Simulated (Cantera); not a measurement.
Source: NASA polynomial tables (part measured, part estimated), evaluated in Cantera. Values are per mole of reaction as written; species without (g) are pure solids or liquids, kept so even where they would boil at 1 bar.

Nb2O5 + 5 H2O(g) → 2 Nb + 10 OH(g)

```
T (K)    ΔH° (kJ)   ΔS° (J/K)    ΔG° (kJ)     log10 K  condensed phases
-----  ----------  ----------  ----------  ----------  ----------------
1675   (withheld)  (withheld)  (withheld)  (withheld)   Nb2O5(s), Nb(s)
1700       3487.9       830.1      2076.7      -63.81   Nb2O5(s), Nb(s)
1725   (withheld)  (withheld)  (withheld)  (withheld)   Nb2O5(s), Nb(s)
1750   (withheld)  (withheld)  (withheld)  (withheld)   Nb2O5(s), Nb(s)
1775       3485.7       828.9      2014.4      -59.28   Nb2O5(s), Nb(s)
1800       3379.8       769.6      1994.6      -57.88   Nb2O5(l), Nb(s)
```

Complete the blanks.


- 1675, ΔH° (kJ): 3488.6
- 1675, ΔS° (J/K): 830.5
- 1675, ΔG° (kJ): 2097.4
- 1675, log10 K: -65.41
- 1725, ΔH° (kJ): 3487.1
- 1725, ΔS° (J/K): 829.7
- 1725, ΔG° (kJ): 2055.9
- 1725, log10 K: -62.25
- 1750, ΔH° (kJ): 3486.4
- 1750, ΔS° (J/K): 829.3
- 1750, ΔG° (kJ): 2035.2
- 1750, log10 K: -60.75
